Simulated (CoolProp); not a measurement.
n-heptane along the isobar 5.62 MPa: density (kg/m³) from the reference equation and from simpler models built on Tc = 541.2 K, pc = 2.774 MPa, ω = 0.349; each cubic takes its own stable root.

The numbers come from the reference Helmholtz-energy equation of state, Span 2003 in CoolProp. It is a short technical equation, of lower accuracy than the large ones.

```csv
T (K),phase,reference
295.1,liquid,687.3
308.1,liquid,676.8
321,liquid,666.2
334,liquid,655.5
346.9,liquid,644.6
359.9,liquid,633.5
372.8,liquid,622.3
385.8,liquid,610.7
398.7,liquid,598.9
411.7,liquid,586.7
424.7,liquid,574.0
```

How far does each simpler model (Redlich-Kwong, Soave-Redlich-Kwong, Peng-Robinson) lie from the reference over these 11 states: mean and median of the absolute difference, and the worst?


- Redlich-Kwong: mean 13.8 %, median 13.7 %, worst -14.4 % at 424.7 K and 5.62 MPa
- Soave-Redlich-Kwong: mean 10.4 %, median 10.3 %, worst -11.0 % at 295.1 K and 5.62 MPa
- Peng-Robinson: mean 1.0 %, median 1.1 %, worst +1.4 % at 385.8 K and 5.62 MPa
